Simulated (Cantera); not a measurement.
Cantera with NASA thermochemical tables; ideal gases at 1 bar, condensed phases pure. Values are per mole of reaction as written; species without (g) are pure solids or liquids, kept so even where they would boil at 1 bar.

Problem. Between 1050 and 1500 K, where is each reaction favourable under standard conditions?
- H(g) + CsOH ⇌ Cs(g) + H₂O(g)

Solution. 
- H(g) + CsOH ⇌ Cs(g) + H₂O(g): ΔG° is -89 kJ at 1050 K and -119 kJ at 1500 K; it stays negative (K > 1). ΔH° is -27 kJ and ΔS° 61 J/K at 1500 K.
